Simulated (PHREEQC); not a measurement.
Dissolve 0.013 mol HF and 0.2 mol NaF per kg of water at 40 °C. Closed to the air; pH follows from the charge balance.

Model: ion-association model, phreeqc.dat, run in PHREEQC.

```
Item                         Result
--------------------  -------------
pH                             4.53
ionic strength        0.190 mol/kgw
activity of water             0.993
specific conductance    21100 µS/cm
density                 1.001 g/cm³
total alkalinity       -13.0 meq/kg
```

```
species  molality  activity   log γ
-------  --------  --------  ------
Na+         0.190     0.141  -0.128
F-          0.184     0.130  -0.152
NaF        0.0101    0.0106   0.019
HF        0.00734   0.00766   0.019
HF2-      0.00563   0.00418  -0.129
H+        3.74e-5   2.98e-5  -0.099
OH-       1.39e-9  9.77e-10  -0.152
```

This is a speciation only: nothing precipitates in the calculation. Complexes and solids missing from the database can't appear. Away from 25 °C the constants follow the database's enthalpies or fits; those with neither stay at their 25 °C values.
